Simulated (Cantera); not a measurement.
Cantera run, input and output.

```python
import numpy as np
import cantera as ct

gas = ct.Solution("gri30.yaml")
gas.TPX = 1575, 39, {'C2H6': 1, 'N2': 11}
reactor = ct.IdealGasConstPressureReactor(gas, energy="off", clone=False)
net = ct.ReactorNet([reactor])
net.rtol, net.atol = 1e-08, 1e-18
show = ['C2H6', 'CH2', 'C2H', 'C2H4', 'CH4', 'CH3']
times = np.geomspace(3e-05, 50, 14)

steps = ct.SolutionArray(gas, extra=["t"])
rows = []
print(f"{'t/s':>10s}{'T/K':>9s}{'P/Pa':>11s}" + "".join(f"{s:>11s}" for s in show))
for t in times:
    while net.time < t:
        t_next = net.step()
        steps.append(gas.state, t=t_next)
    rows.append([np.interp(t, steps.t, y) for y in (steps.T, steps.P, *steps(*show).X.T)])
    print(f"{t:10.3e}{rows[-1][0]:9.1f}{rows[-1][1]:11.4g}" + "".join(f"{x:11.3e}" for x in rows[-1][2:]))
rate = np.gradient(steps.T, steps.t)
print("integrator steps:", len(steps.t))
if steps.T.max() > steps.T[0] + 200:
    print(f"time of steepest temperature rise: {steps.t[rate.argmax()]:.4e} s")
gas.TPX = 1575, 39, {'C2H6': 1, 'N2': 11}
gas.equilibrate("TP")
print(f"equilibrium (TP): T = {gas.T:.1f} K  " + "  ".join(f"{s} {gas[s].X[0]:.3e}" for s in show))
```

It prints:

```
       t/s      T/K       P/Pa       C2H6        CH2        C2H       C2H4        CH4        CH3
 3.000e-05   1575.0         39  8.331e-02  1.732e-12  3.444e-27  1.879e-10  1.460e-08  4.909e-05
 9.031e-05   1575.0         39  8.325e-02  5.568e-11  1.367e-24  3.247e-09  1.320e-07  1.476e-04
 2.718e-04   1575.0         39  8.309e-02  1.714e-09  9.756e-22  7.090e-08  1.193e-06  4.430e-04
 8.183e-04   1575.0         39  8.260e-02  4.746e-08  2.018e-18  1.763e-06  1.074e-05  1.320e-03
 2.463e-03   1575.0         39  8.104e-02  1.074e-06  9.469e-15  4.978e-05  9.501e-05  3.836e-03
 7.415e-03   1575.0         39  7.478e-02  1.122e-05  1.598e-10  1.471e-03  7.898e-04  1.020e-02
 2.232e-02   1575.0         39  4.648e-02  3.708e-05  7.687e-08  1.669e-02  5.989e-03  2.286e-02
 6.720e-02   1575.0         39  3.241e-03  4.509e-05  1.360e-06  3.437e-02  2.354e-02  1.594e-02
 2.023e-01   1575.0         39  2.430e-05  8.735e-06  9.074e-07  1.471e-02  2.460e-02  3.158e-03
 6.089e-01   1575.0         39  4.698e-06  2.120e-06  4.619e-07  4.734e-03  2.259e-02  1.215e-03
 1.833e+00   1575.0         39  1.834e-06  8.093e-07  2.974e-07  9.259e-04  2.055e-02  6.695e-04
 5.518e+00   1575.0         39  8.751e-07  4.074e-07  2.228e-07  2.399e-04  1.800e-02  4.309e-04
 1.661e+01   1575.0         39  4.537e-07  2.579e-07  1.991e-07  1.191e-04  1.436e-02  3.010e-04
 5.000e+01   1575.0         39  2.047e-07  2.013e-07  2.288e-07  4.866e-05  8.828e-03  2.057e-04
integrator steps: 1193
equilibrium (TP): T = 1575.0 K  C2H6 6.661e-14  CH2 8.430e-10  C2H 5.131e-07  C2H4 2.394e-07  CH4 1.453e-06  CH3 1.655e-07
```

Cantera simulation using GRI-Mech 3.0 (53 species, 325 reactions); the numbers are that mechanism's predictions, not measurements. GRI-Mech 3.0 stops at C3 and has no aromatics, soot or wall deposition, so with more carbon than oxygen in the feed, carbon stays in small species such as C2H2 where larger ones or solid carbon would form. Radical loss at walls, strong at low pressure, is not modelled.
